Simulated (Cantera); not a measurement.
Si(CH3)4 + C2H2 + H2 + CH4 (silicon carbide growth)

Charge: 1 mol Si(CH3)4, 0.65 mol C2H2, 710 mol H2, 0.6 mol CH4, held at 1.58 Torr.

Equilibrium computed with Cantera from the NASA thermochemical tables; the gas is ideal and each condensed phase is pure. Candidate condensed phases: C, C6H6, C7H8, C8H18, Si, SiC; 87 gas species. Kinetics and transport are ignored.

From 1000 K to 2000 K the condensed part is C(graphite) + SiC(s). At 2200 K the condensed part is C(graphite). From 2400 K to 2600 K nothing is condensed.

```tsv
T (K)	log p H2	log p H	log p C2H2 (acetylene)	log p Si	log p C2H	log p CH4	n C(graphite)	n SiC(s)
1000	-2.68	-9.98	-11.62	<-14	<-14	-6.38	4.76	1.00
1200	-2.68	-8.04	-9.67	-14.63	<-14	-7.16	4.88	1.00
1400	-2.68	-6.65	-8.28	-11.40	<-14	-7.72	4.89	1.000
1600	-2.68	-5.60	-7.24	-8.99	-12.64	-8.14	4.86	1.000
1800	-2.68	-4.79	-6.44	-7.12	-10.60	-8.48	4.68	0.971
2000	-2.69	-4.14	-5.81	-5.62	-8.98	-8.76	4.67	0.0579
2200	-2.73	-3.62	-5.32	-5.61	-7.67	-9.05	2.25	0
2400	-2.83	-3.21	-5.17	-5.66	-6.79	-9.50	0	0
2600	-3.03	-2.93	-5.33	-5.72	-6.29	-10.21	0	0
```
log p: log10 of the partial pressure in bar; n: condensed amount in mol.
